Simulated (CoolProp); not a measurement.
The fluid at 287.31 K and 1.63 MPa is throttled through a valve to 0.673 MPa with no heat exchange. The same conditions are run with several fluids, on thermodynamics alone (safety and materials aside).

Values from CoolProp's reference Helmholtz-energy equation of state of each fluid (isobutene: Lemmon 2005; n-perfluorobutane: Gao 2022; R1233zd(E): Akasaka 2022; trans-2-butene: Lemmon 2005; R507A: Lemmon 2003). Blends and air are pseudo-pure fits.

```
fluid              temperature change (K)  final phase  final density (kg/m³)
-----------------  ----------------------  -----------  ---------------------
isobutene                            +0.3       liquid                      …
n-perfluorobutane                       …       liquid                   1540
R1233zd(E)                           +0.3       liquid                   1290
trans-2-butene                       +0.3       liquid                      …
R507A                               -11.8            …                      …
```

Complete the blanks.


- isobutene, final density (kg/m³): 602
- n-perfluorobutane, temperature change (K): +0.2
- trans-2-butene, final density (kg/m³): 612
- R507A, final phase: two-phase, vapour fraction 0.104
- R507A, final density (kg/m³): 266
